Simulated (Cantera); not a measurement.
Input (Python, Cantera) and output of one run.

```python
import numpy as np
import cantera as ct

gas_names = """
    B BF BF2 BF3 BH BHF2 BH2 BH3 BN B2 F F2 H HF H2 H2F2 H3F3 H4F4 H5F5 H6F6 H7F7 N NF NF2 NF3 NH NH2
    NH3 N2 N2H2 N2H4
""".split()
cond_names = """
    B(b) B(L) BN(s)
""".split()


# ... load() reads the species with a 1 bar reference pressure and builds the phases ...
atoms = {
    'BN': {'B': 1, 'N': 1},
    'NF3': {'N': 1, 'F': 3},
    'H2': {'H': 2},
}
top_T = {'BN(s)': 3200}  # K; cautious upper limits of use, not melting points


# ... equilibrate(T, P, feed) seeds the gas with the atoms and calls Mixture.equilibrate('TP', solver="vcs", rtol=1e-11, max_steps=5000) ...
results = []
feed = {'BN': 1, 'NF3': 8.8, 'H2': 1.6}  # mol
T = 725  # K
for P in [1, 5.2, 27, 140, 720, 3700, 19000, 100000]:
    mix = equilibrate(T, P, feed)
    results.append((T, P, feed, dict(zip(mix.species_names, mix.species_moles))))

top = {s: max(r[3][s] / sum(r[3][g] for g in gas_names) for r in results) for s in gas_names}
cols = sorted((s for s in top if top[s] > 0.0001), key=lambda s: -top[s])[:8]
seen = [c for c in cond_names if any(r[3].get(c, 0) > 1e-12 for r in results)]
print("log10 of partial pressures in bar; condensed amounts in mol")
print(f"{'P/Pa':>10s}" + "".join(f"{s[:9]:>10s}" for s in cols + seen))
for T, P, feed, n in results:
    ng = sum(n[g] for g in gas_names)
    print(f"{P:10.4g}" + "".join(f"{np.log10(max(n[s] / ng * P / 1e5, 1e-99)):10.3f}" for s in cols)
          + "".join(f"{n.get(c, 0):10.4g}" for c in seen))
```

It prints:

```
log10 of partial pressures in bar; condensed amounts in mol
      P/Pa       NF3        F2         F        HF        N2       BF3
         1    -9.062    -5.608    -5.436    -5.866    -5.681    -6.371
       5.2    -7.337    -4.711    -4.987    -5.107    -4.923    -5.612
        27    -5.778    -3.918    -4.591    -4.365    -4.186    -4.870
       140    -4.329    -3.190    -4.227    -3.627    -3.471    -4.132
       720    -3.037    -2.553    -3.908    -2.872    -2.797    -3.377
      3700    -1.971    -2.052    -3.658    -2.101    -2.168    -2.606
   1.9e+04    -1.093    -1.675    -3.470    -1.346    -1.542    -1.851
     1e+05    -0.304    -1.372    -3.318    -0.603    -0.874    -1.108
```

Equilibrium computed with Cantera from the NASA thermochemical tables; the gas is ideal and each condensed phase is pure.
